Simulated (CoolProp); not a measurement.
Values from CoolProp's reference Helmholtz-energy equation of state, Zhou 2014.

Q: For cyclohexane, give the phase and the density (kg/m³), cp (kJ/(kg K)), cv (kJ/(kg K)), isothermal compressibility (1/MPa) at 342.9 K and 0.86 MPa; 478.1 K and 0.86 MPa; 523.2 K and 0.86 MPa.

A: 
- 342.9 K and 0.86 MPa: liquid; density 731, cp 2.07, cv 1.55, isothermal compressibility 0.00166
- 478.1 K and 0.86 MPa: gas; density 20.9, cp 2.29, cv 2.11, isothermal compressibility 1.36
- 523.2 K and 0.86 MPa: gas; density 18.3, cp 2.44, cv 2.29, isothermal compressibility 1.29
